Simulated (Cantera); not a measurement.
A Cantera script and what it prints.

```python
import numpy as np
import cantera as ct

gas_names = """
    Cu CuO Cu2 H HO2 H2 H2O H2O2 O OH O2 O3
""".split()
cond_names = """
    Cu(cr) Cu(L) CuO(s) CuO2H2(s) Cu2O(s) Cu2O(L) H2O(s) H2O(L)
""".split()


def load(file, names, dense=False):
    # The tables refer to 1 bar. Condensed volumes are neglected.
    table = {s.name: s for s in ct.Species.list_from_file(file)}
    out = []
    for n in names:
        d = dict(table[n].input_data)
        d["thermo"] = dict(d["thermo"], **{"reference-pressure": 1e5})
        if dense:
            d["equation-of-state"] = {"model": "constant-volume", "density": "1e6 g/cm^3"}
        out.append(ct.Species.from_dict(d))
    return out


gas = ct.Solution(thermo="ideal-gas", species=load("nasa_gas.yaml", gas_names))
cond = {s.name: ct.Solution(thermo="fixed-stoichiometry", species=[s], name=s.name)
        for s in load("nasa_condensed.yaml", cond_names, dense=True)}
atoms = {
    'CuO': {'Cu': 1, 'O': 1},
    'H2': {'H': 2},
}
top_T = {'CuO(s)': 1390}  # K; cautious upper limits of use, not melting points


def equilibrate(T, P, feed):
    n = {}
    for name, mol in feed.items():
        for a, k in atoms[name].items():
            n[a] = n.get(a, 0.0) + k * mol
    gas.TPX = T, P, n
    mass = sum(n.values()) * gas.mean_molecular_weight
    gas.equilibrate("TP")
    valid = [c for c in cond.values() if c.min_temp <= T <= top_T.get(c.name, c.max_temp)]
    mix = ct.Mixture([(gas, mass / gas.mean_molecular_weight)] + [(c, 0.0) for c in valid])
    mix.T, mix.P = T, P
    mix.equilibrate("TP", solver="vcs", rtol=1e-11, max_steps=5000)
    return mix


results = []
feed = {'CuO': 1, 'H2': 100}  # mol
T = 1348.15  # K
P = 14000  # Pa
mix = equilibrate(T, P, feed)
results.append((T, P, feed, dict(zip(mix.species_names, mix.species_moles))))
print(gas.report(threshold=0.001))
for i in range(1, mix.n_phases):
    print(f"{mix.phase(i).name:16s} {mix.phase_moles(i):12.5e} mol")
```

Output:

```
       temperature   1348.2 K
          pressure   14000 Pa
           density   0.002718 kg/m^3
  mean mol. weight   2.1762 kg/kmol
   phase of matter   gas

                          1 kg             1 kmol
                     ---------------   ---------------
          enthalpy        1.3394e+07        2.9148e+07  J
   internal energy        8.2433e+06        1.7939e+07  J
           entropy             88683        1.9299e+05  J/K
    Gibbs function       -1.0616e+08       -2.3103e+08  J
 heat capacity c_p             14646             31873  J/K
 heat capacity c_v             10826             23559  J/K

                      mass frac. Y      mole frac. X     chem. pot. / RT
                     ---------------   ---------------   ---------------
                H2           0.91712           0.98999           -20.274
               H2O          0.082782         0.0099999           -54.025
     [  +10 minor]         0.0001009         9.524e-06

Cu(cr)            9.99664e-01 mol
CuO(s)            0.00000e+00 mol
CuO2H2(s)         0.00000e+00 mol
Cu2O(s)           0.00000e+00 mol
```

Cantera equilibrium calculation (NASA polynomials, part measured and part estimated; ideal gas, pure solids and liquids).
